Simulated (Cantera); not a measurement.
A perfectly stirred reactor is fed with CH4 : CO2 = 1 : 0.47 (molar parts), at 5.00 bar; it is held at 1923 K, and followed from long to short residence time.

Model: GRI-Mech 3.0 (53 species, 325 reactions), integrated in Cantera. GRI-Mech 3.0 stops at C3 and has no aromatics, soot or wall deposition, so with more carbon than oxygen in the feed, carbon stays in small species such as C2H2 where larger ones or solid carbon would form.

### Question
What does this change do: temperature 1923 to 1975 K?

### Answer
```csv
quantity,before,after
x(CH4) at τ = 1.90 s,0.0161,0.0118
x(CO2) at τ = 1.90 s,0.000377,0.000204
x(CH2CO) at τ = 1.90 s,3.08e-6,2.68e-6
x(CH3) at τ = 1.90 s,0.000179,0.000189
x(C2H4) at τ = 1.90 s,0.00249,0.00188
x(CH4) at τ = 36.0 ms,0.0350,0.0259
x(CO2) at τ = 36.0 ms,0.0102,0.00666
x(CH2CO) at τ = 36.0 ms,2.73e-5,2.16e-5
x(CH3) at τ = 36.0 ms,0.000408,0.000429
x(C2H4) at τ = 36.0 ms,0.00313,0.00224
```

### Question
What does this change do: CO2 0.47 to 0.27 parts?

### Answer
| quantity | before | after |
|---|---|---|
| x(CH4) at τ = 1.90 s | 0.0161 | 0.0225 |
| x(CO2) at τ = 1.90 s | 0.000377 | 0.000121 |
| x(CH2CO) at τ = 1.90 s | 3.08e-6 | 2.53e-6 |
| x(CH3) at τ = 1.90 s | 0.000179 | 0.000241 |
| x(C2H4) at τ = 1.90 s | 0.00249 | 0.00432 |
| x(CH4) at τ = 36.0 ms | 0.0350 | 0.0410 |
| x(CO2) at τ = 36.0 ms | 0.0102 | 0.00431 |
| x(CH2CO) at τ = 36.0 ms | 2.73e-5 | 1.93e-5 |
| x(CH3) at τ = 36.0 ms | 0.000408 | 0.000447 |
| x(C2H4) at τ = 36.0 ms | 0.00313 | 0.00469 |
